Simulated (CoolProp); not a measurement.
Aqueous potassium carbonate as a coolant, at 13 °C, 1 atm.

Values from CoolProp's Melinder's fits for secondary coolants.

| mass % | freezing point (°C) | cp (kJ/(kg K)) | viscosity (mPa s) | conductivity (W/(m K)) | Prandtl number |
|---|---|---|---|---|---|
| 4.8 | -1.6 | 3.907 | 1.32 | 0.582 | 8.87 |
| 8.5 | -3.0 | 3.743 | 1.44 | 0.578 | 9.32 |
| 12.1 | -4.5 | 3.600 | 1.58 | 0.575 | 9.89 |
| 15.8 | -6.3 | 3.459 | 1.75 | 0.571 | 10.6 |
| 19.4 | -8.4 | 3.321 | 1.96 | 0.568 | 11.5 |
| 23.1 | -11.1 | 3.182 | 2.23 | 0.564 | 12.6 |
| 26.7 | -14.6 | 3.054 | 2.58 | 0.561 | 14.0 |
| 30.4 | -19.2 | 2.935 | 3.05 | 0.557 | 16.1 |
| 34 | -24.9 | 2.836 | 3.67 | 0.553 | 18.8 |
| 37.6 | -32.0 | 2.752 | 4.51 | 0.548 | 22.7 |
